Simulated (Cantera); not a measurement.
Input: 1 mol PbO, 0.054 mol H2, 0.56 mol N2, at 7300 Pa.

Cantera equilibrium calculation (NASA polynomials, part measured and part estimated; ideal gas, pure solids and liquids). Candidate condensed phases: H2O, Pb, PbO, PbO2, Pb3O4; 27 gas species. Mutual solubility and eutectic melting of coexisting phases are not modelled. The numbers say what is thermodynamically allowed, not how fast it happens.

**Question.** At 1075 K, list the 5 most abundant gas species with their mole fractions, and the condensed phases.

**Answer.** N2 0.911, H2O 0.0878, Pb 0.00104, PbO 4.22e-5, H2 1.67e-5. Condensed: Pb(l) + PbO(yellow).
